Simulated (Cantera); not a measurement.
Feed: 1 mol Cu2O, 5.6 mol CO, 0.21 mol N2, equilibrated at 2025 °C and 1.95 Torr.

Equilibrium computed with Cantera from the NASA thermochemical tables; the gas is ideal and each condensed phase is pure. Equilibrium is a limit: real reactors are often held back by kinetics, nucleation or transport.

| species | before | after |
|---|---|---|
| CO | 0.594 | 0.792 |
| CO2 | 0.119 | 0.172 |
| N2 | 0.0266 | 0.0361 |
| Cu | 0.254 | 1.60e-8 |
| O | 0.00433 | <1e-9 |
| O2 | 0.00202 | <1e-9 |
| NO | 0.000281 | <1e-9 |
| CuO | 4.84e-5 | <1e-9 |
| Cu2 | 3.49e-5 | <1e-9 |
| Cu(s), mol | 0 | 2.00 |
Gas species are given as mole fractions.

Question: Which change was made?
A. CO from 5.6 to 8.3 mol
B. N2 from 0.21 to 5.2 mol
C. temperature from 2025 °C to 752 °C
D. temperature from 2025 °C to 1300 °C

Answer: C, temperature from 2025 °C to 752 °C
